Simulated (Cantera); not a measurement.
A Cantera script and what it prints.

```python
import numpy as np
import cantera as ct

gas_names = """
    H HO2 H2 H2O H2O2 O OH O2 O3 Si SiH SiH2 SiH3 SiH4 SiO SiO2 Si2 Si3
""".split()
cond_names = """
    H2O(s) H2O(L) Si(cr) Si(L) SiO2(Lqz) SiO2(hqz) SiO2(L)
""".split()


# ... load() reads the species with a 1 bar reference pressure and builds the phases ...
atoms = {
    'SiH4': {'Si': 1, 'H': 4},
    'O3': {'O': 3},
    'H2': {'H': 2},
}
top_T = {}  # K; cautious upper limits of use, not melting points


# ... equilibrate(T, P, feed) seeds the gas with the atoms and calls Mixture.equilibrate('TP', solver="vcs", rtol=1e-11, max_steps=5000) ...
results = []
feed = {'SiH4': 1, 'O3': 3.9, 'H2': 0.14}  # mol
P = 1000  # Pa
for T in [898, 1048, 1198, 1348, 1498, 1648, 1798]:
    mix = equilibrate(T, P, feed)
    results.append((T, P, feed, dict(zip(mix.species_names, mix.species_moles))))
    x = sorted(zip(gas.X, gas.species_names), reverse=True)
    print(f"T = {T:g} K  P = {P:g} Pa  gas = {mix.phase_moles(0):.4g} mol")
    print("   x: " + "  ".join(f"{s} {v:.3e}" for v, s in x if v > 1e-05))
    print("   condensed (mol): " + ("  ".join(f"{mix.phase(i).name} {mix.phase_moles(i):.4g}"
          for i in range(1, mix.n_phases) if mix.phase_moles(i) > 1e-12) or "none"))
```

Output:

```
T = 898 K  P = 1000 Pa  gas = 5.92 mol
   x: O2 6.385e-01  H2O 3.615e-01
   condensed (mol): SiO2(hqz) 1
T = 1048 K  P = 1000 Pa  gas = 5.92 mol
   x: O2 6.385e-01  H2O 3.615e-01
   condensed (mol): SiO2(hqz) 1
T = 1198 K  P = 1000 Pa  gas = 5.92 mol
   x: O2 6.385e-01  H2O 3.615e-01  OH 2.312e-05
   condensed (mol): SiO2(hqz) 1
T = 1348 K  P = 1000 Pa  gas = 5.92 mol
   x: O2 6.385e-01  H2O 3.614e-01  OH 1.425e-04
   condensed (mol): SiO2(hqz) 1
T = 1498 K  P = 1000 Pa  gas = 5.921 mol
   x: O2 6.382e-01  H2O 3.611e-01  OH 6.100e-04  O 3.152e-05
   condensed (mol): SiO2(hqz) 1
T = 1648 K  P = 1000 Pa  gas = 5.924 mol
   x: O2 6.375e-01  H2O 3.602e-01  OH 2.003e-03  O 2.022e-04  H2 5.179e-05
   condensed (mol): SiO2(hqz) 1
T = 1798 K  P = 1000 Pa  gas = 5.932 mol
   x: O2 6.356e-01  H2O 3.578e-01  OH 5.376e-03  O 9.519e-04  H2 2.373e-04  H 5.424e-05
   condensed (mol): SiO2(L) 1
```

Cantera equilibrium calculation (NASA polynomials, part measured and part estimated; ideal gas, pure solids and liquids). The tables hold silica as quartz up to 1696 K and as liquid above; real silica turns to tridymite and cristobalite and melts near 1996 K.
